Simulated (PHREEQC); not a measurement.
## Acid mine or pickling water (model solution)

A made-up water analysis in mg/L, 25 °C, pH 3.42, pe 12.4:

```json
[
 {"constituent": "Na", "mg/L": "34.3"},
 {"constituent": "K", "mg/L": "121"},
 {"constituent": "Ca", "mg/L": "17.6"},
 {"constituent": "Mg", "mg/L": "7.19"},
 {"constituent": "Cl", "mg/L": "56.8"},
 {"constituent": "S(6) as SO4", "mg/L": "254"},
 {"constituent": "Cu(2)", "mg/L": "1.29"},
 {"constituent": "Li", "mg/L": "0.115"},
 {"constituent": "O(0) (dissolved oxygen)", "mg/L": "5.17"}
]
```

Valence states are taken as typed.

Model: ion-association model, phreeqc.dat, run in PHREEQC.

Each row changes one thing in this solution. No solid was allowed to form.

```tsv
case	ionic strength (mol/kgw)	SO4-2 (mol/kgw)	Ca+2 (mol/kgw)	Mg+2 (mol/kgw)	CaSO4 (mol/kgw)	HSO4- (mol/kgw)	SI of Gypsum (CaSO4:2H2O)	SI of Halite (NaCl)
as made	0.00938	0.00240	0.000368	0.000235	7.15e-5	6.61e-5	-1.81	-7.28
all concentrations times 3 at the same typed pH	0.0265	0.00681	0.000967	0.000599	0.000351	0.000160	-1.12	___
temperature from 25 to 20 °C at the same typed pH	0.00942	0.00241	0.000369	0.000241	6.99e-5	___	-1.81	-7.28
Mg from 7.19 to 3.6 mg/L	0.00919	0.00242	0.000367	0.000117	7.26e-5	6.70e-5	-1.81	-7.28
```

Task: What belongs in the gaps?

Result: 
- all concentrations times 3 at the same typed pH, SI of Halite (NaCl): -6.38
- temperature from 25 to 20 °C at the same typed pH, HSO4- (mol/kgw): 5.99e-5

Complexes and solids missing from the database can't appear.
